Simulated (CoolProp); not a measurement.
Computed with CoolProp (reference Helmholtz-energy equation of state, Lemmon 2005). It is a short technical equation, of lower accuracy than the large ones.

Q: For 1-butene, give the phase and the Z, speed of sound (m/s), fugacity coefficient at 237.3 K and 0.758 MPa.

A: 
- 237.3 K and 0.758 MPa: liquid; Z 0.0327, speed of sound 1220, fugacity coefficient 0.0363
